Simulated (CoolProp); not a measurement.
C3F8 (R218) along the isobar 2960 kPa: density (kg/m³) from the reference equation and from simpler models built on Tc = 71.9 °C, pc = 2640 kPa, ω = 0.317; each cubic takes its own stable root.

The numbers come from the reference Helmholtz-energy equation of state, Lemmon 2006 in CoolProp. It is a short technical equation, of lower accuracy than the large ones.

```csv
T (°C),phase,reference
52.15,liquid,1181
66.45,liquid,1030
80.85,supercritical,444.0
95.15,supercritical,304.3
109.45,supercritical,256.7
123.85,supercritical,228.2
138.15,supercritical,208.2
152.55,supercritical,192.8
166.85,supercritical,180.5
```

Question: How far does each simpler model (Redlich-Kwong, Soave-Redlich-Kwong) lie from the reference over these 9 states: mean and median of the absolute difference, and the worst?

Answer: 
- Redlich-Kwong: mean 6.7 %, median 4.2 %, worst -17.6 % at 66.45 °C and 2960 kPa
- Soave-Redlich-Kwong: mean 5.0 %, median 2.1 %, worst -15.7 % at 66.45 °C and 2960 kPa
